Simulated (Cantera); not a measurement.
# Thermodynamics of carbon deposition, reforming and gasification, feed toluene + H2O + N2

Charge: 1 mol toluene, 0.037 mol H2O, a varied amount of N2, at 375 °C and 101000 Pa.

Equilibrium computed with Cantera from the NASA thermochemical tables; the gas is ideal and each condensed phase is pure. Candidate condensed phases: C, C6H6, C7H8, C8H18, H2O; 136 gas species. The numbers say what is thermodynamically allowed, not how fast it happens.

```
n(N2) (mol)  log p N2  log p CH4  log p H2  log p H2O  log p NH3  n C(graphite)
-----------  --------  ---------  --------  ---------  ---------  -------------
1.6             -0.38      -0.34     -0.89      -2.02      -3.24           5.25
4.1             -0.19      -0.58     -1.01      -2.24      -3.32           5.32
6.6             -0.13      -0.74     -1.09      -2.39      -3.41           5.37
9.1             -0.10      -0.86     -1.14      -2.49      -3.48           5.41
12              -0.08      -0.97     -1.20      -2.59      -3.55           5.45
14              -0.07      -1.03     -1.23      -2.65      -3.60           5.48
17              -0.06      -1.11     -1.27      -2.72      -3.65           5.52
19              -0.05      -1.16     -1.30      -2.77      -3.69           5.54
22              -0.04      -1.23     -1.33      -2.82      -3.73           5.57
```
log p: log10 of the partial pressure in bar; n: condensed amount in mol.

From 1.6 mol N2 to 22 mol N2 the condensed part is C(graphite). The main C-bearing gas is CH4 throughout. The share of C in condensed phases is highest at 22 mol N2 (79.5 %) and lowest at 1.6 mol N2 (75.0 %).
